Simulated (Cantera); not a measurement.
Aluminium and copper etching: Cu + HF + N₂

A closed system holds: 1 mol Cu, 1.4 mol HF, 0.31 mol N₂, equilibrated at 1.30 mbar.

Cantera equilibrium calculation (NASA polynomials, part measured and part estimated; ideal gas, pure solids and liquids). Candidate condensed phases: Cu, CuF₂; 25 gas species. The numbers say what is thermodynamically allowed, not how fast it happens.

| T (K) | log p HF | log p N₂ | log p CuF | log p H₂ | log p Cu | log p H | log p H₂F₂ | n Cu(s) | n Cu(l) |
|---|---|---|---|---|---|---|---|---|---|
| 723 | -2.97 | -3.63 | -11.50 | -11.79 | <-14 | <-14 | -9.76 | 1.00 | 0 |
| 773 | -2.97 | -3.63 | -10.70 | -11.00 | <-14 | <-14 | -9.90 | 1.00 | 0 |
| 823 | -2.97 | -3.63 | -9.99 | -10.29 | -14.56 | <-14 | -10.02 | 1.00 | 0 |
| 873 | -2.97 | -3.63 | -9.37 | -9.67 | -13.34 | <-14 | -10.13 | 1.000 | 0 |
| 923 | -2.97 | -3.63 | -8.81 | -9.11 | -12.26 | -14.17 | -10.22 | 1.000 | 0 |
| 973 | -2.97 | -3.63 | -8.32 | -8.62 | -11.29 | -13.27 | -10.31 | 1.000 | 0 |
| 1023 | -2.97 | -3.63 | -7.87 | -8.17 | -10.42 | -12.47 | -10.38 | 1.000 | 0 |
| 1073 | -2.97 | -3.63 | -7.46 | -7.76 | -9.62 | -11.73 | -10.45 | 1.000 | 0 |
| 1123 | -2.97 | -3.63 | -7.09 | -7.39 | -8.90 | -11.07 | -10.52 | 1.000 | 0 |
| 1173 | -2.97 | -3.63 | -6.76 | -7.06 | -8.24 | -10.46 | -10.57 | 1.000 | 0 |
| 1223 | -2.97 | -3.63 | -6.45 | -6.75 | -7.64 | -9.90 | -10.62 | 0.999 | 0 |
| 1273 | -2.97 | -3.63 | -6.16 | -6.46 | -7.08 | -9.38 | -10.67 | 0.999 | 0 |
| 1323 | -2.97 | -3.63 | -5.90 | -6.20 | -6.57 | -8.90 | -10.71 | 0.998 | 0 |
| 1373 | -2.97 | -3.63 | -5.66 | -5.96 | -6.10 | -8.46 | -10.75 | 0 | 0.996 |
log p: log10 of the partial pressure in bar; n: condensed amount in mol.

From 723 K to 1323 K the condensed part is Cu(s). At 1373 K the condensed part is Cu(l).
